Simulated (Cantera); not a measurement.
Feed: 1 mol Si, 9.7 mol Cl2, 1.6 mol N2, held at 1327 °C and 7.50 Torr.

Method: chemical equilibrium by Gibbs-energy minimisation in Cantera with the NASA 1993 tables (ideal gas, pure condensed phases). Candidate condensed phases: Si, Si3N4; 13 gas species. The tables' values for SiCl3 are old estimates; treat these amounts as uncertain. Kinetics and transport are ignored.

Base state: Cl 0.559, Cl2 0.259, N2 0.112, SiCl4 0.0698, SiCl3 0.000160 (mole fractions); condensed: gas only.

### Question
What changes in the equilibrium state with this change: temperature from 1327 °C to 652 °C?

### Answer
| species | before | after |
|---|---|---|
| Cl2 | 0.259 | 0.747 |
| N2 | 0.112 | 0.155 |
| SiCl4 | 0.0698 | 0.0970 |
| Cl | 0.559 | 0.001000 |
| SiCl3 | 0.000160 | <1e-9 |
